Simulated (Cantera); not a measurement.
Cantera run:

```python
import numpy as np
import cantera as ct

gas_names = """
    Fe H H2 H2S S SH S2 S8
""".split()
cond_names = """
    Fe(a) Fe(c) Fe(d) Fe(L) FeS(a) FeS(b) FeS(c) FeS(L) FeS2(s) S(cr1) S(cr2) S(L)
""".split()


# ... load() reads the species with a 1 bar reference pressure and builds the phases ...
atoms = {
    'FeS2': {'Fe': 1, 'S': 2},
    'H2': {'H': 2},
}
top_T = {'FeS2(s)': 1010}  # K; cautious upper limits of use, not melting points


# ... equilibrate(T, P, feed) seeds the gas with the atoms and calls Mixture.equilibrate('TP', solver="vcs", rtol=1e-11, max_steps=5000) ...
results = []
feed = {'FeS2': 1, 'H2': 31}  # mol
P = 1000  # Pa
for T in [750, 850, 950, 1050, 1150, 1250, 1350, 1450, 1550, 1650, 1750, 1850, 1950, 2050]:
    mix = equilibrate(T, P, feed)
    results.append((T, P, feed, dict(zip(mix.species_names, mix.species_moles))))

top = {s: max(r[3][s] / sum(r[3][g] for g in gas_names) for r in results) for s in gas_names}
cols = sorted((s for s in top if top[s] > 1e-05), key=lambda s: -top[s])[:5]
seen = [c for c in cond_names if any(r[3].get(c, 0) > 1e-12 for r in results)]
print("log10 of partial pressures in bar; condensed amounts in mol")
print(f"{'T/K':>10s}" + "".join(f"{s[:9]:>10s}" for s in cols + seen))
for T, P, feed, n in results:
    ng = sum(n[g] for g in gas_names)
    print(f"{T:10.4g}" + "".join(f"{np.log10(max(n[s] / ng * P / 1e5, 1e-99)):10.3f}" for s in cols)
          + "".join(f"{n.get(c, 0):10.4g}" for c in seen))
```

Output:

```
log10 of partial pressures in bar; condensed amounts in mol
       T/K        H2       H2S        Fe         H        S2     Fe(c)     Fe(d)     Fe(L)    FeS(c)    FeS(L)
       750    -2.014    -3.491   -23.609   -13.507   -10.331         0         0         0         1         0
       850    -2.014    -3.491   -19.692   -11.696    -8.872         0         0         0         1         0
       950    -2.014    -3.491   -16.613   -10.262    -7.714         0         0         0         1         0
      1050    -2.014    -3.492   -14.131    -9.098    -6.774         0         0         0         1         0
      1150    -2.014    -3.494   -12.088    -8.134    -5.999         0         0         0         1         0
      1250    -2.014    -3.505   -10.371    -7.323    -5.363         0         0         0         1         0
      1350    -2.014    -3.535    -8.895    -6.630    -4.865         0         0         0         1         0
      1450    -2.013    -3.598    -7.593    -6.031    -4.509         0         0         0    0.9999         0
      1550    -2.012    -3.695    -6.487    -5.508    -4.282         0         0         0         0     0.999
      1650    -2.014    -3.742    -5.568    -5.049    -4.001     0.278         0         0         0    0.7135
      1750    -2.021    -3.763    -4.856    -4.644    -3.702         0    0.9557         0         0         0
      1850    -2.024    -3.903    -4.233    -4.280    -3.685         0         0    0.8121         0         0
      1950    -2.033    -4.049    -3.689    -3.957    -3.697         0         0    0.3289         0         0
      2050    -2.042    -4.194    -3.523    -3.665    -3.730         0         0         0         0         0
```

These are equilibrium values from Cantera (NASA tables, ideal gas, pure condensed phases), not measurements of a reactor. Metal and sulfide melt together well below either melting point, which pure phases cannot show. Mutual solubility and eutectic melting of coexisting phases are not modelled. FeS: taken at fixed stoichiometry. Gases not in the tables: S3 to S7.
